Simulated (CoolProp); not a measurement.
The numbers come from the reference Helmholtz-energy equation of state, Lemmon 2006 in CoolProp. It is a short technical equation, of lower accuracy than the large ones.

Question: For CH3F (R41), give the phase and the cp (kJ/(kg K)), cv (kJ/(kg K)), speed of sound (m/s) at 342.8 K and 0.475 MPa; 355.8 K and 0.475 MPa.

Answer: 
- 342.8 K and 0.475 MPa: gas; cp 1.23, cv 0.953, speed of sound 320
- 355.8 K and 0.475 MPa: gas; cp 1.25, cv 0.975, speed of sound 326
